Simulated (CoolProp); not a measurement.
trans-2-butene along the isobar 41.3 bar: fugacity coefficient from the reference equation and from simpler models built on Tc = 428.6 K, pc = 40.19 bar, ω = 0.210; each cubic takes its own stable root.

The numbers come from the reference Helmholtz-energy equation of state, Lemmon 2005 in CoolProp. It is a short technical equation, of lower accuracy than the large ones.

| T (K) | phase | reference | Redlich-Kwong | Peng-Robinson |
|---|---|---|---|---|
| 260.2 | liquid | 0.01604 | 0.02618 | 0.01598 |
| 277.8 | liquid | 0.03157 | 0.04845 | 0.03147 |
| 295.5 | liquid | 0.05644 | 0.08155 | 0.05633 |
| 313.1 | liquid | 0.09263 | 0.1265 | 0.09265 |
| 330.8 | liquid | 0.1424 | 0.1841 | 0.1427 |
| 348.4 | liquid | 0.2060 | 0.2535 | 0.2067 |
| 366 | liquid | 0.2838 | 0.3333 | 0.2848 |
| 383.7 | liquid | 0.3751 | 0.4217 | 0.3758 |
| 401.3 | liquid | 0.4763 | 0.5142 | 0.4752 |
